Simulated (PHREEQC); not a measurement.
Sulfide liquor

A solution holds 0.00034 mol H2S, 9.9e-05 mol NaCl and 7.1e-05 mol FeCl2 per kg of water, at 10 °C. Closed to the air; pH follows from the charge balance.

Model: ion-association model, phreeqc.dat, run in PHREEQC.

Each row changes one thing in this solution. Precipitation was switched off in this run.

| case | pH | HS- (mol/kgw) | Fe(HS)2 (mol/kgw) | FeCl+ (mol/kgw) | FeOH+ (mol/kgw) |
|---|---|---|---|---|---|
| as made | 5.24 | 4.04e-6 | 9.07e-7 | 2.15e-8 | 1.12e-9 |
| diluted 10-fold with water | 5.82 | 1.48e-6 | 1.34e-8 | 2.30e-10 | 4.49e-10 |
| 2.9e-05 mol/kgw LiOH added | 5.79 | 1.33e-5 | 8.67e-6 | 1.91e-8 | 3.52e-9 |
| FeCl2 from 7.1e-05 to 0.000355 mol/kgw | 5.12 | 3.09e-6 | 2.40e-6 | 3.39e-7 | 4.03e-9 |
| NaCl left out | 5.24 | 4.02e-6 | 9.15e-7 | 1.29e-8 | 1.12e-9 |
| FeCl2 from 7.1e-05 to 7.1e-06 mol/kgw | 5.31 | 4.71e-6 | 1.28e-7 | 1.04e-9 | 1.33e-10 |
| diluted 2-fold with water | 5.44 | 3.14e-6 | 2.84e-7 | 5.53e-9 | 8.96e-10 |

Complexes and solids missing from the database can't appear. Away from 25 °C the constants follow the database's enthalpies or fits; those with neither stay at their 25 °C values.
